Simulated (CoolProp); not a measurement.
A simple Rankine cycle with benzene: condensing at 300.15 K, boiler at 1.03 MPa, turbine inlet 603.3 K, turbine efficiency 0.75, pump efficiency 0.7, no recuperator. Each further row changes one setting.

Computed with CoolProp (reference Helmholtz-energy equation of state, Thol 2012).

```json
[
 {"case": "as stated", "thermal efficiency (%)": "19.8", "net work (kJ/kg)": "179", "heat in (kJ/kg)": "905", "turbine exit temperature (K)": "503.3", "volume ratio over the turbine": "65.5"},
 {"case": "condensing temperature 292.15 K", "thermal efficiency (%)": "?", "net work (kJ/kg)": "193", "heat in (kJ/kg)": "?", "turbine exit temperature (K)": "?", "volume ratio over the turbine": "93.9"},
 {"case": "boiler pressure 0.721 MPa", "thermal efficiency (%)": "18.4", "net work (kJ/kg)": "?", "heat in (kJ/kg)": "910", "turbine exit temperature (K)": "512.3", "volume ratio over the turbine": "45.8"},
 {"case": "turbine efficiency 0.65", "thermal efficiency (%)": "17.1", "net work (kJ/kg)": "155", "heat in (kJ/kg)": "905", "turbine exit temperature (K)": "516.6", "volume ratio over the turbine": "67.2"}
]
```

Q: Complete the blanks.

A: 
- condensing temperature 292.15 K, thermal efficiency (%): 21.0
- condensing temperature 292.15 K, heat in (kJ/kg): 919
- condensing temperature 292.15 K, turbine exit temperature (K): 495.5
- boiler pressure 0.721 MPa, net work (kJ/kg): 167
